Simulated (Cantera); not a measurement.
A closed system holds: 1 mol CaO, 11 mol HCl, equilibrated at 723.15 K and 0.0900 Torr.

Method: chemical equilibrium by Gibbs-energy minimisation in Cantera with the NASA 1993 tables (ideal gas, pure condensed phases). Candidate condensed phases: Ca, CaCl2, CaO, Ca(OH)2, H2O; 21 gas species. Condensed phases not in the tables: oxide chlorides. Rates play no part.

Base state: HCl 0.900, H2O 0.100 (mole fractions); condensed: CaCl2(s).

Q: What changes in the equilibrium state with this change: temperature from 723.15 K to 1748.15 K?

A: 
```json
[
 {"species": "HCl", "before": "0.900", "after": "0.724"},
 {"species": "CaCl2", "before": "<1e-9", "after": "0.0877"},
 {"species": "H2O", "before": "0.100", "after": "0.0869"},
 {"species": "Cl", "before": "2.86e-8", "after": "0.0657"},
 {"species": "H2", "before": "7.21e-8", "after": "0.0315"},
 {"species": "H", "before": "<1e-9", "after": "0.00371"},
 {"species": "OH", "before": "<1e-9", "after": "0.000597"},
 {"species": "O2", "before": "<1e-9", "after": "6.81e-5"},
 {"species": "O", "before": "<1e-9", "after": "5.53e-5"},
 {"species": "CaCl", "before": "<1e-9", "after": "2.85e-5"},
 {"species": "CaCl2(s), mol", "before": "1.00", "after": "0"}
]
```
